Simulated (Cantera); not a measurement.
Cantera with NASA thermochemical tables; ideal gases at 1 bar, condensed phases pure. Values are per mole of reaction as written; species without (g) are pure solids or liquids, kept so even where they would boil at 1 bar.

4 Cr + N2(g) = 2 Cr2N, with ΔH° = -251.0 kJ and ΔS° = -156.2 J/K at 300 K.

How far is the shortcut ΔG° ≈ ΔH°(300 K) − T·ΔS°(300 K) from the full temperature-dependent value at 675, 725, 775, 825, 875 K?


| T (K) | shortcut (kJ) | full (kJ) | difference (kJ) | difference in log10 K |
|---|---|---|---|---|
| 675 | -145.6 | -148.2 | 2.5 | -0.20 |
| 725 | -137.8 | -141.0 | 3.2 | -0.23 |
| 775 | -130.0 | -134.0 | 4.0 | -0.27 |
| 825 | -122.2 | -127.0 | 4.8 | -0.30 |
| 875 | -114.4 | -120.1 | 5.7 | -0.34 |
The shortcut ignores the heat-capacity change of the reaction.
